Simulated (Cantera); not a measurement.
A freely propagating, adiabatic, planar premixed flame of CO : H₂ : O₂ : N₂ = 1 : 0.033 : 0.344 : 1.29 (molar parts), equivalence ratio 1.5, unburnt at 673 K and 9.87 atm; mixture-averaged transport, grid criteria slope 0.08 and curve 0.16, no radiation.

Model: GRI-Mech 3.0 (53 species, 325 reactions), integrated in Cantera. The hydrogen kinetics of GRI-Mech 3.0 are dated; newer H2 mechanisms differ, most at raised pressure. Burning velocities carry a grid error of a few per cent, more on coarse grids.

x: mole fraction of selected species; z is measured from the peak of heat release.

```json
[
 {"z (mm)": "-0.193", "T (K)": "673", "u (m/s)": "1.22", "x CO": "0.375", "x H₂": "0.0123", "x O₂": "0.129", "x HO₂": "<1e-8", "x H₂O": "2.36e-7", "x N₂O": "<1e-8"},
 {"z (mm)": "-0.129", "T (K)": "673", "u (m/s)": "1.22", "x CO": "0.375", "x H₂": "0.0121", "x O₂": "0.129", "x HO₂": "1.35e-7", "x H₂O": "3.12e-6", "x N₂O": "<1e-8"},
 {"z (mm)": "-0.0965", "T (K)": "674", "u (m/s)": "1.22", "x CO": "0.375", "x H₂": "0.0117", "x O₂": "0.129", "x HO₂": "___", "x H₂O": "___", "x N₂O": "<1e-8"},
 {"z (mm)": "-0.0643", "T (K)": "678", "u (m/s)": "1.22", "x CO": "0.375", "x H₂": "0.0108", "x O₂": "0.129", "x HO₂": "7.19e-6", "x H₂O": "0.000104", "x N₂O": "<1e-8"},
 {"z (mm)": "-0.0322", "T (K)": "757", "u (m/s)": "1.36", "x CO": "0.372", "x H₂": "0.00812", "x O₂": "0.127", "x HO₂": "0.000183", "x H₂O": "0.00140", "x N₂O": "2.34e-8"},
 {"z (mm)": "-0.0161", "T (K)": "1056", "u (m/s)": "1.88", "x CO": "0.351", "x H₂": "0.00546", "x O₂": "0.113", "x HO₂": "0.000448", "x H₂O": "0.00529", "x N₂O": "2.13e-7"},
 {"z (mm)": "0", "T (K)": "1524", "u (m/s)": "2.64", "x CO": "0.299", "x H₂": "0.00237", "x O₂": "0.0806", "x HO₂": "0.000150", "x H₂O": "0.00959", "x N₂O": "1.01e-6"},
 {"z (mm)": "0.0161", "T (K)": "1851", "u (m/s)": "3.12", "x CO": "0.247", "x H₂": "0.00111", "x O₂": "0.0497", "x HO₂": "5.62e-5", "x H₂O": "0.00909", "x N₂O": "1.74e-6"},
 {"z (mm)": "0.0322", "T (K)": "2041", "u (m/s)": "3.38", "x CO": "0.218", "x H₂": "0.00105", "x O₂": "0.0338", "x HO₂": "2.84e-5", "x H₂O": "0.00776", "x N₂O": "1.78e-6"},
 {"z (mm)": "0.0643", "T (K)": "2237", "u (m/s)": "3.65", "x CO": "___", "x H₂": "0.00114", "x O₂": "___", "x HO₂": "___", "x H₂O": "0.00792", "x N₂O": "___"},
 {"z (mm)": "0.129", "T (K)": "2401", "u (m/s)": "3.87", "x CO": "0.178", "x H₂": "0.00112", "x O₂": "0.0149", "x HO₂": "5.04e-6", "x H₂O": "0.00937", "x N₂O": "1.26e-6"},
 {"z (mm)": "0.257", "T (K)": "2521", "u (m/s)": "4.02", "x CO": "0.165", "x H₂": "0.00106", "x O₂": "0.00867", "x HO₂": "2.01e-6", "x H₂O": "0.0105", "x N₂O": "8.94e-7"},
 {"z (mm)": "0.515", "T (K)": "2595", "u (m/s)": "4.12", "x CO": "0.157", "x H₂": "0.00101", "x O₂": "0.00444", "x HO₂": "8.54e-7", "x H₂O": "0.0113", "x N₂O": "5.59e-7"}
]
```

Problem. Some entries are withheld; supply them.

Solution. 
- -0.0965, x HO₂: 8.79e-7
- -0.0965, x H₂O: 1.66e-5
- 0.0643, x CO: 0.194
- 0.0643, x O₂: 0.0225
- 0.0643, x HO₂: 1.25e-5
- 0.0643, x N₂O: 1.54e-6
